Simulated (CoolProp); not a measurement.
Vapour-liquid equilibrium of sulfur hexafluoride (1) + n-pentane (2) at 21.05 °C; x and y are mole fractions of (1).

Computed with CoolProp (multi-fluid Helmholtz-energy mixture model, Guder 2009 and Thol 2019; pair parameters Bell 2016).

```json
[
 {"x": "0.05", "bubble pressure, mixture model (kPa)": "410.4", "bubble pressure, Raoult's law (kPa)": "163.5", "y, mixture model": "0.848", "y, Raoult's law": "0.658"},
 {"x": "0.125", "bubble pressure, mixture model (kPa)": "861.0", "bubble pressure, Raoult's law (kPa)": "320.5", "y, mixture model": "0.921", "y, Raoult's law": "0.839"},
 {"x": "0.2", "bubble pressure, mixture model (kPa)": "1203", "bubble pressure, Raoult's law (kPa)": "477.4", "y, mixture model": "0.940", "y, Raoult's law": "0.901"},
 {"x": "0.275", "bubble pressure, mixture model (kPa)": "1435", "bubble pressure, Raoult's law (kPa)": "634.4", "y, mixture model": "0.947", "y, Raoult's law": "0.933"},
 {"x": "0.35", "bubble pressure, mixture model (kPa)": "1571", "bubble pressure, Raoult's law (kPa)": "791.3", "y, mixture model": "0.951", "y, Raoult's law": "0.952"},
 {"x": "0.425", "bubble pressure, mixture model (kPa)": "1639", "bubble pressure, Raoult's law (kPa)": "948.3", "y, mixture model": "0.953", "y, Raoult's law": "0.964"},
 {"x": "0.5", "bubble pressure, mixture model (kPa)": "1668", "bubble pressure, Raoult's law (kPa)": "1105", "y, mixture model": "0.953", "y, Raoult's law": "0.973"},
 {"x": "0.575", "bubble pressure, mixture model (kPa)": "1683", "bubble pressure, Raoult's law (kPa)": "1262", "y, mixture model": "0.954", "y, Raoult's law": "0.980"},
 {"x": "0.65", "bubble pressure, mixture model (kPa)": "1702", "bubble pressure, Raoult's law (kPa)": "1419", "y, mixture model": "0.955", "y, Raoult's law": "0.985"},
 {"x": "0.725", "bubble pressure, mixture model (kPa)": "1740", "bubble pressure, Raoult's law (kPa)": "1576", "y, mixture model": "0.957", "y, Raoult's law": "0.990"},
 {"x": "0.8", "bubble pressure, mixture model (kPa)": "1804", "bubble pressure, Raoult's law (kPa)": "1733", "y, mixture model": "0.961", "y, Raoult's law": "0.993"},
 {"x": "0.875", "bubble pressure, mixture model (kPa)": "1902", "bubble pressure, Raoult's law (kPa)": "1890", "y, mixture model": "0.969", "y, Raoult's law": "0.996"},
 {"x": "0.95", "bubble pressure, mixture model (kPa)": "2038", "bubble pressure, Raoult's law (kPa)": "2047", "y, mixture model": "0.984", "y, Raoult's law": "0.999"}
]
```

The largest gap from Raoult's law is +168.6 % in bubble pressure, at x = 0.125. No azeotrope shows between x = 0.05 and 0.95.

The pair parameters rest on a limited set of measurements; away from them the model extrapolates. The gap from Raoult's law changes sign with composition, which may be real or a fault of the pair parameters; it wasn't checked against measurements. With so large a gap from Raoult's law the liquid may split in two, which this calculation doesn't test in full.
